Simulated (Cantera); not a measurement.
## Oxide etching and cleaning by halides: Fe2O3 + HCl + N2

A closed system holds: 1 mol Fe2O3, 21 mol HCl, 86 mol N2, equilibrated at 9.80 Pa.

Method: chemical equilibrium by Gibbs-energy minimisation in Cantera with the NASA 1993 tables (ideal gas, pure condensed phases). Candidate condensed phases: Fe, FeCl2, FeCl3, FeO, Fe(OH)2, Fe(OH)3, Fe2O3, Fe3O4, H2O, NH4Cl; 37 gas species. Condensed phases not in the tables: FeOCl. Rates play no part.

| T (°C) | log p N2 | log p HCl | log p Cl | log p H2O | log p FeCl2 | log p H2 | log p H | log p Fe | n Fe2O3(s) |
|---|---|---|---|---|---|---|---|---|---|
| 450 | -4.10 | -4.72 | -10.08 | -7.29 | -8.07 | -15.35 | <-16 | <-16 | 0.982 |
| 650 | -4.10 | -4.73 | -7.61 | -6.65 | -6.89 | -13.48 | <-16 | <-16 | 0.916 |
| 850 | -4.10 | -4.77 | -6.58 | -6.00 | -6.07 | -11.21 | -12.97 | <-16 | 0.531 |
| 1050 | -4.11 | -4.83 | -6.09 | -5.65 | -5.74 | -9.24 | -10.42 | -13.71 | 0 |
| 1250 | -4.11 | -4.86 | -5.80 | -5.59 | -5.74 | -7.58 | -8.43 | -10.11 | 0 |
| 1450 | -4.11 | -4.90 | -5.57 | -5.59 | -5.75 | -6.36 | -6.92 | -7.38 | 0 |
| 1650 | -4.13 | -4.99 | -5.18 | -5.67 | -6.15 | -5.91 | -5.98 | -6.00 | 0 |
log p: log10 of the partial pressure in bar; n: condensed amount in mol.

From 450 °C to 850 °C the condensed part is Fe2O3(s). From 1050 °C to 1650 °C nothing is condensed. The main Fe-bearing gas is FeCl3 at 450 °C and Fe at 1650 °C.
